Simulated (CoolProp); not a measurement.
CH3F (R41) at 298.15 K and 1.3 MPa is throttled through a valve to 0.215 MPa with no heat exchange. Each further row changes one setting.

Values from CoolProp's reference Helmholtz-energy equation of state, Lemmon 2006. It is a short technical equation, of lower accuracy than the large ones.

```csv
case,temperature change (K),final density (kg/m³)
as stated,-21.2,3.25
outlet pressure 0.0645 MPa,-24.7,0.972
outlet pressure 0.28 MPa,-19.8,4.24
```
